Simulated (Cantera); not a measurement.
Mixture: H2 : O2 : N2 : H2O = 1 : 0.926 : 3.48 : 0.2 (molar parts), at 24.7 atm, adiabatic and at constant volume. Ignition delay is the time to a rise of 400 K.

Model: the H2/O2 subset of GRI-Mech 3.0, which has no nitrogen chemistry, integrated in Cantera. The hydrogen kinetics of GRI-Mech 3.0 are dated; newer H2 mechanisms differ, most at raised pressure. The pressure lies above the range GRI-Mech 3.0 was tuned for (to about 10 atm).

Q: Predict: delay at 950 K; delay at 1025 K; delay at 1100 K; delay at 1175 K; delay at 1250 K; delay at 1325 K; apparent activation energy between 1175 and 1325 K.

A: 
| Quantity | Value |
|---|---|
| delay at 950 K | 22.6 ms |
| delay at 1025 K | 4.24 ms |
| delay at 1100 K | 0.986 ms |
| delay at 1175 K | 0.265 ms |
| delay at 1250 K | 77.1 µs |
| delay at 1325 K | 22.3 µs |
| apparent activation energy between 1175 and 1325 K | 210 kJ/mol |
